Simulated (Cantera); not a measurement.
A closed system holds: 1 mol SiCl4, 2.7 mol N2O, 2 mol H2, 2.3 mol H2O, at 400 °C and 3500 Pa.

These are equilibrium values from Cantera (NASA tables, ideal gas, pure condensed phases), not measurements of a reactor. Candidate condensed phases: H2O, NH4Cl, Si, SiO2, Si2N2O, Si3N4; 47 gas species. Rates play no part.

### Question
What is the equilibrium state?

### Answer
x(HCl): 0.321
x(H2O): 0.313
x(N2): 0.297
x(Cl2): 0.0598
x(O2): 0.00864
n(SiO2(α-quartz)): 1.00 mol
gas amount: 9.078 mol
log10 activity of Si(s) (absent): -57.65
